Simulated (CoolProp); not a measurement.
Properties of isohexane along the isobar 0.101 MPa (Tc = 497.7 K, pc = 3.043 MPa, ω = 0.280).

Computed with CoolProp (reference Helmholtz-energy equation of state, Lemmon 2006). It is a short technical equation, of lower accuracy than the large ones.

```
T (K)  phase  density (kg/m³)  cp (kJ/(kg K))  fugacity coefficient
-----  -----  ---------------  --------------  --------------------
422.2    gas            2.531           2.245                0.9799
432.1    gas            2.469           2.286                0.9814
441.9    gas            2.411           2.327                0.9828
451.7    gas            2.356           2.367                0.9841
461.5    gas            2.303           2.407                0.9852
471.4    gas            2.252           2.447                0.9862
481.2    gas            2.204           2.486                0.9872
491      gas            2.158           2.524                0.9880
500.9    gas            2.114           2.563                0.9888
510.7    gas            2.072           2.600                0.9895
520.5    gas            2.031           2.637                0.9902
530.3    gas            1.992           2.674                0.9908
540.2    gas            1.955           2.710                0.9914
550      gas            1.919           2.746                0.9919
```
